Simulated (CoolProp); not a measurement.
Values from CoolProp's reference Helmholtz-energy equation of state, Platzer 1990. This equation is an older, rougher fit; its heat capacities, sound speeds and derivatives of the liquid may be far off and weren't checked against measurements.

**Question.** For c-C4F8 (RC318), give the phase and the viscosity (µPa s), conductivity (mW/(m K)) at 271 K and 0.748 MPa; 388.1 K and 0.748 MPa.

**Answer.** 
- 271 K and 0.748 MPa: liquid; viscosity 554, conductivity 72.1
- 388.1 K and 0.748 MPa: gas; viscosity 15.3, conductivity 18.8

Viscosity comes from a separate model (Huber 2003), an estimate that may be off by 10 % or more. Thermal conductivity comes from a separate model (Huber 2003), an estimate that may be off by 10 % or more.
